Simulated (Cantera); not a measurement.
Input: 1 mol CaO, 2.3 mol HF, a varied amount of N2, at 1875 K and 7.50 Torr.

Cantera equilibrium calculation (NASA polynomials, part measured and part estimated; ideal gas, pure solids and liquids). Candidate condensed phases: Ca, CaF2, CaO, Ca(OH)2, H2O; 47 gas species. Mutual solubility and eutectic melting of coexisting phases are not modelled. Kinetics and transport are ignored.

### Question
At 0.84 mol N2, list the 6 most abundant gas species with their mole fractions, and the condensed phases.

### Answer
HF 0.443, N2 0.290, H2O 0.170, CaF2 0.0882, H2 0.00431, O2 0.00174. Condensed: CaF2(l) + CaO(s).
